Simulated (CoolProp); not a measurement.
A closed Brayton cycle with carbon dioxide: compressor inlet 323.15 K and 8.5 MPa, high pressure 18.8 MPa, turbine inlet 850 K, compressor efficiency 0.85, turbine efficiency 0.85, recuperator effectiveness 0.95 (on enthalpy, no pinch check). Each further row changes one setting.

Values from CoolProp's reference Helmholtz-energy equation of state, Span 1996.

```tsv
case	thermal efficiency (%)	net work (kJ/kg)	compressor to turbine work	compressor exit (K)	turbine exit (K)
as stated	33.8	66.2	0.36	386.5	757.9
turbine inlet 800 K	31.9	?	0.38	386.5	?
compressor inlet 333.15 K	?	60.6	?	402.4	757.9
high pressure 16 MPa	32.5	54.8	0.34	373.4	?
recuperator effectiveness 0.5	?	66.2	0.36	386.5	757.9
```

Q: Complete the blanks.

A: 
- turbine inlet 800 K, net work (kJ/kg): 59.5
- turbine inlet 800 K, turbine exit (K): 711.1
- compressor inlet 333.15 K, thermal efficiency (%): 32.8
- compressor inlet 333.15 K, compressor to turbine work: 0.41
- high pressure 16 MPa, turbine exit (K): 776.2
- recuperator effectiveness 0.5, thermal efficiency (%): 17.0
